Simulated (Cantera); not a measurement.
An isothermal, constant-pressure homogeneous reactor starts with 87.7 % N2O, 12.3 % H2O, at 1373 K and 1.00 atm.

Model: GRI-Mech 3.0 (53 species, 325 reactions), integrated in Cantera. GRI-Mech 3.0 was tuned for natural gas; its chemistry of N2O as a main component is partial and can be far from experiment. The mechanism lacks the step 2 NO + O2 → 2 NO2, which can matter for NO2 below about 1400 K. The temperature is held fixed by assumption; the heat of reaction is taken as removed at once.

x: mole fraction; the columns are a selection and need not sum to one.

```
t (s)       x N2O   x H2O      x OH        x H2      x O
--------  -------  ------  --------  ----------  -------
2.00e-6     0.877   0.123   1.28e-6    1.01e-11  1.05e-5
1.18e-5     0.877   0.123   2.10e-5  (withheld)  2.22e-5
6.93e-5     0.876   0.123  0.000113  (withheld)  2.28e-5
0.000408    0.869   0.122  0.000157  (withheld)  2.31e-5
0.00240     0.830   0.121  0.000173  (withheld)  2.21e-5
0.0141      0.646   0.113  0.000181  (withheld)  1.91e-5
0.0833      0.215  0.0945  0.000139  (withheld)  1.15e-5
0.490     0.00493  0.0856   3.82e-5  (withheld)  9.05e-7
2.89      9.25e-7  0.0854   2.30e-5     4.86e-8  3.21e-7
17.0      9.19e-7  0.0854   2.30e-5     4.85e-8  3.21e-7
100       8.89e-7  0.0854   2.31e-5     4.85e-8  3.22e-7
```

Problem. What belongs in the gaps?

Solution. 
- 1.18e-5, x H2: 6.40e-9
- 6.93e-5, x H2: 4.80e-7
- 0.000408, x H2: 2.91e-6
- 0.00240, x H2: 1.95e-6
- 0.0141, x H2: 1.14e-6
- 0.0833, x H2: 7.36e-7
- 0.490, x H2: 9.36e-8
